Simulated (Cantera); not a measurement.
An adiabatic, constant-pressure homogeneous reactor starts with H2 : O2 : N2 = 1 : 0.5 : 1.88 (molar parts), at 1273 K and 9.87 atm. Integrator tolerance rtol = 1e-08.

Cantera simulation using the H2/O2 subset of GRI-Mech 3.0, which has no nitrogen chemistry; the numbers are that mechanism's predictions, not measurements. The hydrogen kinetics of GRI-Mech 3.0 are dated; newer H2 mechanisms differ, most at raised pressure.

Task: What does this change do: initial temperature 1273 to 1350 K?

Result: 
```csv
quantity,before,after
time of steepest temperature rise,7.35 µs,3.26 µs
temperature at 0.100 s,2963 K,2996 K
equilibrium temperature,2963 K,2996 K
x(H2) at 0.100 s,0.0337 (gas-phase equilibrium 0.0337),0.0360 (gas-phase equilibrium 0.0360)
x(O2) at 0.100 s,0.0115 (gas-phase equilibrium 0.0115),0.0122 (gas-phase equilibrium 0.0122)
x(H2O2) at 0.100 s,1.60e-6 (gas-phase equilibrium 1.60e-6),1.70e-6 (gas-phase equilibrium 1.70e-6)
x(H2O) at 0.100 s,0.288 (gas-phase equilibrium 0.288),0.283 (gas-phase equilibrium 0.283)
x(O) at 0.100 s,0.00340 (gas-phase equilibrium 0.00340),0.00394 (gas-phase equilibrium 0.00394)
x(H) at 0.100 s,0.00822 (gas-phase equilibrium 0.00822),0.00943 (gas-phase equilibrium 0.00943)
x(HO2) at 0.100 s,1.35e-5 (gas-phase equilibrium 1.35e-5),1.49e-5 (gas-phase equilibrium 1.49e-5)
```
